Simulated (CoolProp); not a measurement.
Saturation properties of c-C4F8 (RC318) (Tc = 388.4 K, pc = 2.778 MPa, ω = 0.355).

The numbers come from the reference Helmholtz-energy equation of state, Platzer 1990 in CoolProp. This equation is an older, rougher fit; its heat capacities, sound speeds and derivatives of the liquid may be far off and weren't checked against measurements.

| T (K) | p (MPa) | enthalpy of vaporisation (kJ/kg) | surface tension (mN/m) | liquid conductivity (mW/(m K)) |
|---|---|---|---|---|
| 275.7 | 0.1423 | 113.6 | ___ | 70.7 |
| 278.8 | 0.1601 | 112.3 | 10.4 | ___ |
| 281.9 | ___ | 111.1 | ___ | 69.3 |
| 285 | 0.2007 | 109.9 | 9.69 | ___ |
| 288.1 | 0.2237 | 108.6 | 9.33 | 67.7 |
| 291.2 | 0.2487 | 107.3 | 8.97 | 67.0 |
| 294.3 | 0.2758 | 105.9 | 8.62 | ___ |
| 297.4 | 0.3051 | ___ | 8.26 | 65.4 |
| 300.5 | 0.3367 | 103.2 | 7.91 | 64.6 |
| 303.6 | 0.3706 | 101.7 | ___ | 63.8 |

Problem. What belongs in the gaps?

Solution. 
- 275.7, surface tension (mN/m): 10.8
- 278.8, liquid conductivity (mW/(m K)): 70.0
- 281.9, p (MPa): 0.1795
- 281.9, surface tension (mN/m): 10.1
- 285, liquid conductivity (mW/(m K)): 68.5
- 294.3, liquid conductivity (mW/(m K)): 66.2
- 297.4, enthalpy of vaporisation (kJ/kg): 104.6
- 303.6, surface tension (mN/m): 7.56

It boils at 267.2 K under 1 atm.

Thermal conductivity comes from a separate model (Huber 2003), an estimate that may be off by 10 % or more. Surface tension comes from a separate correlation (Mulero 2012).
